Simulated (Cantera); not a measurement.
An adiabatic, constant-volume homogeneous reactor starts with 3.81 % CH4, 8.57 % O2, 82.3 % N2, 5.33 % H2, equivalence ratio 1.2, at 1700 K and 1.90 bar.

Model: GRI-Mech 3.0 (53 species, 325 reactions), integrated in Cantera.

x: mole fraction; the columns are a selection and need not sum to one.

```json
[
 {"t (s)": "8.00e-6", "T (K)": "1700", "P (bar)": "1.90", "x CH4": "0.0380", "x O2": "0.0857", "x C2H2": "1.89e-11", "x HCN": "<1e-12", "x CO": "1.18e-7", "x C2H6": "1.10e-7"},
 {"t (s)": "2.64e-5", "T (K)": "1715", "P (bar)": "1.92", "x CH4": "?", "x O2": "0.0833", "x C2H2": "?", "x HCN": "?", "x CO": "?", "x C2H6": "?"},
 {"t (s)": "8.69e-5", "T (K)": "2539", "P (bar)": "2.87", "x CH4": "<1e-12", "x O2": "0.00535", "x C2H2": "<1e-12", "x HCN": "1.57e-10", "x CO": "0.0233", "x C2H6": "<1e-12"},
 {"t (s)": "0.000287", "T (K)": "2698", "P (bar)": "3.02", "x CH4": "<1e-12", "x O2": "0.00231", "x C2H2": "<1e-12", "x HCN": "1.20e-9", "x CO": "0.0215", "x C2H6": "<1e-12"},
 {"t (s)": "0.000945", "T (K)": "2703", "P (bar)": "3.02", "x CH4": "<1e-12", "x O2": "0.00194", "x C2H2": "<1e-12", "x HCN": "2.36e-9", "x CO": "0.0215", "x C2H6": "<1e-12"},
 {"t (s)": "0.00312", "T (K)": "2697", "P (bar)": "3.01", "x CH4": "<1e-12", "x O2": "0.00178", "x C2H2": "<1e-12", "x HCN": "3.38e-9", "x CO": "0.0217", "x C2H6": "<1e-12"},
 {"t (s)": "0.0103", "T (K)": "2696", "P (bar)": "3.01", "x CH4": "<1e-12", "x O2": "0.00176", "x C2H2": "<1e-12", "x HCN": "3.49e-9", "x CO": "0.0218", "x C2H6": "<1e-12"},
 {"t (s)": "0.0339", "T (K)": "2696", "P (bar)": "3.01", "x CH4": "<1e-12", "x O2": "0.00176", "x C2H2": "<1e-12", "x HCN": "3.49e-9", "x CO": "0.0218", "x C2H6": "<1e-12"},
 {"t (s)": "0.112", "T (K)": "2696", "P (bar)": "3.01", "x CH4": "<1e-12", "x O2": "0.00176", "x C2H2": "<1e-12", "x HCN": "3.49e-9", "x CO": "0.0218", "x C2H6": "<1e-12"},
 {"t (s)": "0.368", "T (K)": "2696", "P (bar)": "3.01", "x CH4": "<1e-12", "x O2": "0.00176", "x C2H2": "<1e-12", "x HCN": "3.49e-9", "x CO": "0.0218", "x C2H6": "<1e-12"},
 {"t (s)": "1.21", "T (K)": "2696", "P (bar)": "3.01", "x CH4": "<1e-12", "x O2": "0.00176", "x C2H2": "<1e-12", "x HCN": "3.49e-9", "x CO": "0.0218", "x C2H6": "<1e-12"},
 {"t (s)": "4.00", "T (K)": "2696", "P (bar)": "3.01", "x CH4": "<1e-12", "x O2": "0.00176", "x C2H2": "<1e-12", "x HCN": "3.49e-9", "x CO": "0.0218", "x C2H6": "<1e-12"}
]
```

Q: Complete the blanks.

A: 
- 2.64e-5, x CH4: 0.0346
- 2.64e-5, x C2H2: 2.18e-6
- 2.64e-5, x HCN: 2.77e-9
- 2.64e-5, x CO: 0.000412
- 2.64e-5, x C2H6: 0.000219
